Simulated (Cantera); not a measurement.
A closed system holds: 1 mol Si, 0.72 mol Cl2, 13 mol H2, at 1198 K and 1 atm.

Method: chemical equilibrium by Gibbs-energy minimisation in Cantera with the NASA 1993 tables (ideal gas, pure condensed phases). Candidate condensed phases: Si; 19 gas species. The tables' values for SiCl3 are old estimates; treat these amounts as uncertain. Equilibrium is a limit: real reactors are often held back by kinetics, nucleation or transport.

Question: What is the equilibrium state?

Answer: 
| Quantity | Value |
|---|---|
| x(H2) | 0.949 |
| x(HCl) | 0.0268 |
| x(SiCl4) | 0.0102 |
| x(SiHCl3) | 0.00973 |
| x(SiCl2) | 0.00178 |
| x(SiCl3) | 0.00144 |
| x(SiH2Cl2) | 0.00121 |
| x(SiH3Cl) | 4.12e-5 |
| n(Si(s)) | 0.672 mol |
| gas amount | 13.43 mol |
